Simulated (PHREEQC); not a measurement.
Metal-bearing waste water (model solution)

Solution (20 °C): 0.27 mol/kgw ZnSO4, 0.0023 mol/kgw ZnCl2 and 0.00015 mol/kgw NaHCO3. Closed to the air; pH follows from the charge balance.

Model: ion-association model, wateq4f.dat, run in PHREEQC.

This is a speciation only: nothing precipitates in the calculation.

Estimate the pH, ionic strength.

pH 6.00; ionic strength 0.499 mol/kgw.

In which forms is Zn present?

Zn+2 46 %, ZnSO4 36 %, Zn(SO4)2-2 18 % of the Zn.

Species that the database lacks are ignored.
